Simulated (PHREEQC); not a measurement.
A solution holds 0.0022 mol/kgw HCl, 0.00038 mol/kgw CuSO4 and 0.065 mol/kgw MgSO4, at 30 °C. Closed to the air; pH follows from the charge balance.

The numbers come from PHREEQC with the ion-association model, phreeqc.dat.

```yaml
pH: 3.09
ionic_strength: 0.129 mol/kgw
specific_conductance: 6780 µS/cm
density: 1.003 g/cm³
total_alkalinity: -2.20 meq/kg
```

```
species  molality  activity   log γ
-------  --------  --------  ------
MgSO4      0.0330    0.0340   0.013
Mg+2       0.0320    0.0121  -0.422
SO4-2      0.0310    0.0105  -0.469
Cl-       0.00220   0.00164  -0.127
HSO4-     0.00121  0.000924  -0.116
H+       0.000993  0.000808  -0.089
Cu+2     0.000211   7.80e-5  -0.432
CuSO4    0.000168  0.000173   0.013
CuCl+     5.85e-7   4.39e-7  -0.125
CuOH+     1.29e-9  9.64e-10  -0.125
```

No solid was allowed to form.
